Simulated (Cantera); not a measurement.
Feed: 1 mol AlN, 0.19 mol I2, 0.044 mol O2, at 602 °C and 10.0 mbar.

These are equilibrium values from Cantera (NASA tables, ideal gas, pure condensed phases), not measurements of a reactor. Kinetics and transport are ignored.

| species | before | after |
|---|---|---|
| AlI3 | 0.504 | 0.507 |
| N2 | 0.383 | 0.402 |
| I2 | 0.0727 | 0.0742 |
| I | 0.0400 | 0.00401 |
| Al2I6 | 0.000126 | 0.0129 |
| AlN(s), mol | 0.828 | 0.826 |
| Al2O3(s), mol | 0.0293 | 0.0293 |
Gas species are given as mole fractions.

Question: What was changed between the two runs?
(A) pressure from 10.0 mbar to 1 atm
(B) temperature from 602 °C to 975 °C
(C) temperature from 602 °C to 800 °C
(D) pressure from 10.0 mbar to 0.140 bar

Answer: A, pressure from 10.0 mbar to 1 atm
